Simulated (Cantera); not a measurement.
Cantera run:

```python
import numpy as np
import cantera as ct

gas_names = """
    CL CL2 H HCL H2 N NH NH2 NH3 N2 N2H2 N2H4 Si SiCL SiCL2 SiCL3 SiCL4 SiH SiHCL3 SiH2 SiH2CL2 SiH3
    SiH3CL SiH4 SiN Si2 Si2N Si3
""".split()
cond_names = """
    NH4CL(a) NH4CL(b) Si(cr) Si(L) Si3N4(a)
""".split()


def load(file, names, dense=False):
    # The tables refer to 1 bar. Condensed volumes are neglected.
    table = {s.name: s for s in ct.Species.list_from_file(file)}
    out = []
    for n in names:
        d = dict(table[n].input_data)
        d["thermo"] = dict(d["thermo"], **{"reference-pressure": 1e5})
        if dense:
            d["equation-of-state"] = {"model": "constant-volume", "density": "1e6 g/cm^3"}
        out.append(ct.Species.from_dict(d))
    return out


gas = ct.Solution(thermo="ideal-gas", species=load("nasa_gas.yaml", gas_names))
cond = {s.name: ct.Solution(thermo="fixed-stoichiometry", species=[s], name=s.name)
        for s in load("nasa_condensed.yaml", cond_names, dense=True)}
atoms = {
    'Si3N4': {'Si': 3, 'N': 4},
    'HCl': {'H': 1, 'CL': 1},
}
top_T = {'Si3N4(a)': 2400}  # K; cautious upper limits of use, not melting points


def equilibrate(T, P, feed):
    n = {}
    for name, mol in feed.items():
        for a, k in atoms[name].items():
            n[a] = n.get(a, 0.0) + k * mol
    gas.TPX = T, P, n
    mass = sum(n.values()) * gas.mean_molecular_weight
    gas.equilibrate("TP")
    valid = [c for c in cond.values() if c.min_temp <= T <= top_T.get(c.name, c.max_temp)]
    mix = ct.Mixture([(gas, mass / gas.mean_molecular_weight)] + [(c, 0.0) for c in valid])
    mix.T, mix.P = T, P
    mix.equilibrate("TP", solver="vcs", rtol=1e-11, max_steps=5000)
    return mix


results = []
feed = {'Si3N4': 1, 'HCl': 2.3}  # mol
T = 1598.15  # K
P = 6.8  # Pa
mix = equilibrate(T, P, feed)
results.append((T, P, feed, dict(zip(mix.species_names, mix.species_moles))))
print(gas.report(threshold=0.001))
for i in range(1, mix.n_phases):
    print(f"{mix.phase(i).name:16s} {mix.phase_moles(i):12.5e} mol")
```

Result:

```
       temperature   1598.2 K
          pressure   6.8 Pa
           density   1.9622e-05 kg/m^3
  mean mol. weight   38.344 kg/kmol
   phase of matter   gas

                          1 kg             1 kmol
                     ---------------   ---------------
          enthalpy             96888         3.715e+06  J
   internal energy       -2.4966e+05       -9.5727e+06  J
           entropy            9075.2        3.4798e+05  J/K
    Gibbs function       -1.4407e+07        -5.524e+08  J
 heat capacity c_p            1022.7             39214  J/K
 heat capacity c_v            805.87             30900  J/K

                      mass frac. Y      mole frac. X     chem. pot. / RT
                     ---------------   ---------------   ---------------
                CL         0.0011632         0.0012581           -29.349
                 H        7.7659e-05         0.0029541           -14.976
               HCL           0.10686           0.11238           -44.325
                H2          0.010977           0.20878           -29.952
                N2           0.33856            0.4634           -36.574
                Si         0.0010105         0.0013796           -4.7442
             SiCL2            0.5377           0.20829           -63.441
     [  +21 minor]         0.0036519         0.0015538

Si(cr)            2.08833e+00 mol
Si3N4(a)          0.00000e+00 mol
```

These are equilibrium values from Cantera (NASA tables, ideal gas, pure condensed phases), not measurements of a reactor. The tables' values for SiCl, SiCl3 are old estimates; treat these amounts as uncertain.
